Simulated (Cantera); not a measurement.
An isothermal, constant-pressure homogeneous reactor starts with 47.6 % N2O, 52.4 % O2, at 1473 K and 100.0 Torr.

Cantera simulation using GRI-Mech 3.0 (53 species, 325 reactions); the numbers are that mechanism's predictions, not measurements. GRI-Mech 3.0 was tuned for natural gas; its chemistry of N2O as a main component is partial and can be far from experiment. The temperature is held fixed by assumption; the heat of reaction is taken as removed at once.

x: mole fraction; the columns are a selection and need not sum to one.

| t (s) | x N2O | x O2 | x O | x NO | x NO2 | x N2 |
|---|---|---|---|---|---|---|
| 0.000200 | 0.476 | 0.524 | 5.44e-5 | 9.57e-5 | (withheld) | 0.000415 |
| 0.000551 | 0.474 | 0.524 | 5.49e-5 | 0.000307 | (withheld) | 0.00121 |
| 0.00152 | 0.471 | 0.524 | 5.49e-5 | 0.000888 | (withheld) | 0.00340 |
| 0.00417 | 0.463 | 0.525 | 5.48e-5 | 0.00246 | (withheld) | 0.00934 |
| 0.0115 | 0.441 | 0.527 | 5.48e-5 | 0.00662 | (withheld) | 0.0250 |
| 0.0316 | 0.387 | 0.533 | 5.45e-5 | 0.0169 | (withheld) | 0.0639 |
| 0.0871 | 0.273 | 0.544 | 5.37e-5 | 0.0382 | (withheld) | 0.145 |
| 0.240 | 0.113 | 0.560 | 5.00e-5 | 0.0676 | (withheld) | 0.259 |
| 0.660 | 0.0148 | 0.571 | 2.91e-5 | 0.0837 | (withheld) | 0.331 |
| 1.82 | 0.000309 | 0.573 | 6.53e-6 | 0.0847 | 0.000276 | 0.342 |
| 5.00 | 2.08e-6 | 0.573 | 5.83e-6 | 0.0846 | 0.000296 | 0.342 |

Problem. Complete the blanks.

Solution. 
- 0.000200, x NO2: 2.44e-9
- 0.000551, x NO2: 2.41e-8
- 0.00152, x NO2: 1.86e-7
- 0.00417, x NO2: 1.18e-6
- 0.0115, x NO2: 5.61e-6
- 0.0316, x NO2: 1.86e-5
- 0.0871, x NO2: 4.62e-5
- 0.240, x NO2: 8.63e-5
- 0.660, x NO2: 0.000129
